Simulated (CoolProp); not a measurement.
Vapour-liquid equilibrium of R143a (1) + n-butane (2) at 1.98 bar; x and y are mole fractions of (1).

Model: multi-fluid Helmholtz-energy mixture model, Lemmon and Jacobsen 2000 and Bücker 2006; pair parameters Bell 2016, in CoolProp.

```csv
x,"bubble temperature, mixture model (K)","bubble temperature, Raoult's law (K)","y, mixture model","y, Raoult's law"
0.05,272.9,285.5,0.488,0.226
0.125,258.8,278.0,0.721,0.454
0.2,252.5,271.9,0.797,0.602
0.275,249.3,266.9,0.830,0.704
0.35,247.6,262.6,0.847,0.777
0.425,246.6,258.9,0.858,0.831
0.5,245.8,255.7,0.867,0.872
0.575,245.2,252.8,0.875,0.904
0.65,244.5,250.3,0.885,0.930
0.725,243.9,248.0,0.897,0.951
0.8,243.1,245.9,0.914,0.967
0.875,242.4,244.0,0.937,0.981
0.95,241.6,242.2,0.970,0.993
```

The largest gap from Raoult's law is -19.4 K in bubble temperature, at x = 0.2. No azeotrope shows between x = 0.05 and 0.95.

Pair parameters are fitted to limited data, so mixtures are less certain than the pure fluids. With so large a gap from Raoult's law the liquid may split in two, which this calculation doesn't test in full.
